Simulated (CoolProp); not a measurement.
Model: reference Helmholtz-energy equation of state, Thol 2018, in CoolProp.

**Question.** Give the vapour pressure (bar), liquid density (kg/m³), vapour density (kg/m³), enthalpy of vaporisation (kJ/kg) of saturated hydrogen chloride at 275.4, 281.1, 298.2 K.

**Answer.** 
```
T (K)  p (bar)  liquid density (kg/m³)  vapour density (kg/m³)  enthalpy of vaporisation (kJ/kg)
-----  -------  ----------------------  ----------------------  --------------------------------
275.4     27.4                     919                    59.4                               306
281.1     31.7                     894                    69.8                               291
298.2     47.4                     809                     115                               238
```
